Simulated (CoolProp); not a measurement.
A single-stage vapour-compression cycle with R404A: evaporating at 282.15 K (dew point), condensing at 316.15 K (bubble point), superheat 10 K, subcooling 5 K, compressor efficiency 0.8, no pressure losses. Each further row changes one setting.

Computed with CoolProp (reference Helmholtz-energy equation of state, Lemmon 2003). It is a pseudo-pure fit of the blend.

```tsv
case	cooling COP	pressure ratio	discharge temperature (K)	refrigerating effect (kJ/kg)	volumetric capacity (kJ/m³)
as stated	5.25	2.48	333.3	124	4680
evaporating temperature 287.15 K	6.42	2.14	332.2	127	5540
condensing temperature 311.15 K	6.42	2.20	327.5	132	4990
subcooling 10 K	5.60	2.48	333.3	132	4990
superheat 20 K	5.32	2.48	342.8	134	4780
compressor efficiency 0.7	4.59	2.48	336.0	124	4680
```
